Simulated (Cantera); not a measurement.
Input: 1 mol CsOH, 1 mol H2, 0.6 mol O2, held at 1.00 bar.

These are equilibrium values from Cantera (NASA tables, ideal gas, pure condensed phases), not measurements of a reactor. Candidate condensed phases: Cs, CsOH, H2O; 15 gas species. Condensed phases not in the tables: the peroxide. Kinetics and transport are ignored.

x: gas mole fraction; n: condensed amount in mol.

```
T (°C)  x H2O   x CsOH    x O2  x Cs2(OH)2  n CsOH(l)
------  -----  -------  ------  ----------  ---------
550     0.906  0.00168  0.0906     0.00145      0.995
600     0.902  0.00502  0.0902     0.00303      0.988
650     0.892   0.0132  0.0892     0.00571      0.972
700     0.872   0.0310  0.0872     0.00989      0.942
750     0.834   0.0667  0.0834      0.0160      0.882
800     0.767    0.132  0.0767      0.0244        ___
850     0.654    0.246  0.0654      0.0353        ___
900     0.497    0.409  0.0497      0.0443        ___
```

Question: Complete the blanks.

Answer: 
- 800, n CsOH(l): 0.764
- 850, n CsOH(l): 0.516
- 900, n CsOH(l): 0
